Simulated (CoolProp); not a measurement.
Oxygen at 293.15 K and 7.45 MPa is compressed adiabatically to 33.7 MPa with isentropic efficiency 0.75. Each further row changes one setting.

Values from CoolProp's reference Helmholtz-energy equation of state, Schmidt 1985.

| case | work (kJ/kg) | final temperature (K) | final density (kg/m³) |
|---|---|---|---|
| as stated | [?] | 497.7 | [?] |
| efficiency 1 | [?] | 453.2 | [?] |
| efficiency 0.65 | 225 | 525.4 | [?] |

Question: Some entries are withheld; supply them.

Answer: 
- as stated, work (kJ/kg): 195
- as stated, final density (kg/m³): 236
- efficiency 1, work (kJ/kg): 147
- efficiency 1, final density (kg/m³): 261
- efficiency 0.65, final density (kg/m³): 223

Above 300 K oxygen's equation is extrapolated.
